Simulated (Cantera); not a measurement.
Input: 1 mol B₂O₃, 0.86 mol NH₃, held at 1748 K.

Equilibrium computed with Cantera from the NASA thermochemical tables; the gas is ideal and each condensed phase is pure. Candidate condensed phases: B, BN, B₂O₃, B₃O₃H₃, H₂O; 39 gas species. Rates play no part.

**Question.** At 600 Pa, list the 7 most abundant gas species with their mole fractions, and the condensed phases.

**Answer.** H₂ 0.418, B₂O₃ 0.271, N₂ 0.161, HBO₂ 0.0808, HBO 0.0431, B₂O₂ 0.0186, BO 0.00371. Condensed: B₂O₃(l).
